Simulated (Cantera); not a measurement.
An isothermal, constant-pressure homogeneous reactor starts with 15.4 % H2, 36.8 % O2, 47.8 % N2, at 1073 K and 13300 Pa.

Computed with Cantera and GRI-Mech 3.0 (53 species, 325 reactions). The temperature is held fixed by assumption; the heat of reaction is taken as removed at once.

x: mole fraction; the columns are a selection and need not sum to one.

```
t (s)         x H2   x O2     x NO2     x H2O       x N2O
--------  --------  -----  --------  --------  ----------
5.00e-6      0.154  0.368    <1e-12  8.82e-12      <1e-12
1.80e-5      0.154  0.368    <1e-12  2.48e-10      <1e-12
6.46e-5      0.154  0.368    <1e-12   9.93e-9      <1e-12
0.000232     0.154  0.368    <1e-12   2.36e-5      <1e-12
0.000834   0.00465  0.313  4.28e-10     0.158  (withheld)
0.00300   0.000289  0.315   1.18e-8     0.167     1.71e-8
0.0108     2.69e-5  0.315   3.04e-8     0.167     1.83e-8
0.0387     1.74e-6  0.315   3.20e-8     0.167     1.88e-8
0.139      1.24e-7  0.315   2.13e-8     0.167     1.91e-8
0.500      2.09e-8  0.315   1.13e-8     0.167     1.92e-8
1.80       4.95e-9  0.315   6.64e-9     0.167     1.93e-8
6.46       1.38e-9  0.315   7.79e-9     0.167     1.89e-8
23.2      6.13e-10  0.315   1.50e-8     0.167     1.75e-8
83.5      5.48e-10  0.315   1.73e-8     0.167  (withheld)
300       5.47e-10  0.315   1.73e-8     0.167  (withheld)
```

### Question
What belongs in the gaps?

### Answer

- 0.000834, x N2O: 1.14e-8
- 83.5, x N2O: 1.32e-8
- 300, x N2O: 5.32e-9
